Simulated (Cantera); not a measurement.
A closed system holds: 1 mol C₃H₈, a varied amount of H₂O, 41 mol H₂, equilibrated at 3680 Torr.

Method: chemical equilibrium by Gibbs-energy minimisation in Cantera with the NASA 1993 tables (ideal gas, pure condensed phases). Candidate condensed phases: C, C₆H₆, C₇H₈, C₈H₁₈, H₂O; 110 gas species. Kinetics and transport are ignored.

### Question
What condenses at these points (T in K, n(H₂O) in mol): (900, 0.36); (1350, 0.11); (900, 1.2); (1200, 2.7); (975, 4.1)?

### Answer
```json
[
 {"T (K)": "900", "n(H₂O) in mol": "0.36", "condensed phases": "gas only", "C condensed (%)": "0.0"},
 {"T (K)": "1350", "n(H₂O) in mol": "0.11", "condensed phases": "C", "C condensed (%)": "57.3"},
 {"T (K)": "900", "n(H₂O) in mol": "1.2", "condensed phases": "gas only", "C condensed (%)": "0.0"},
 {"T (K)": "1200", "n(H₂O) in mol": "2.7", "condensed phases": "gas only", "C condensed (%)": "0.0"},
 {"T (K)": "975", "n(H₂O) in mol": "4.1", "condensed phases": "gas only", "C condensed (%)": "0.0"}
]
```
